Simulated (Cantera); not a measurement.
A closed system holds: 1 mol Cr, a varied amount of N2O, 9.6 mol H2, at 41.0 mbar.

Method: chemical equilibrium by Gibbs-energy minimisation in Cantera with the NASA 1993 tables (ideal gas, pure condensed phases). Candidate condensed phases: Cr, CrN, Cr2N, Cr2O3, H2O; 29 gas species. Mutual solubility and eutectic melting of coexisting phases are not modelled. The numbers say what is thermodynamically allowed, not how fast it happens.

Stable condensed phases, one row left out:

```
T in K \ n(N2O) in mol
         0.26 0.37 0.52 0.73    1  1.4    2  2.8    4  5.5  7.8   11   15
   2323     A    A    A    A    A    A    B    B    B    B    B    B    B
   2223     A    A    A    B    B    B    B    B    B    B    B    B    B
   2023     C    C    C    C    C    B    B    B    B    B    B    B    B
   1923     C    C    C    C    C    C    B    B    B    B    B    B    B
   1823     C    C    C    C    C    C    B    B    B    B    B    B    B
   1723     C    C    C    C    C    C    B    B    B    B    B    B    B
   1623     C    C    C    C    C    C    B    B    B    B    B    B    B
   1523     C    C    C    C    C    C    B    B    B    B    B    B    B
   1423     C    C    C    C    C    C    B    B    B    B    B    B    B
   1323     C    C    C    C    C    D    B    B    B    B    B    B    B
   1223     E    D    D    D    D    D    B    B    B    B    B    B    B
   1123     D    D    D    D    D    D    B    B    B    B    B    B    B
   1023     D    D    D    F    G    G    B    B    B    B    B    B    B
```

A: gas only; B: Cr2O3; C: Cr + Cr2O3; D: Cr2N + Cr2O3; E: Cr + Cr2N + Cr2O3; F: CrN + Cr2N + Cr2O3; G: CrN + Cr2O3.

### Question
Give the row for 2123 K.

### Answer
0.26: Cr2O3; 0.37: Cr2O3; 0.52: Cr2O3; 0.73: Cr2O3; 1: Cr2O3; 1.4: Cr2O3; 2: Cr2O3; 2.8: Cr2O3; 4: Cr2O3; 5.5: Cr2O3; 7.8: Cr2O3; 11: Cr2O3; 15: Cr2O3.
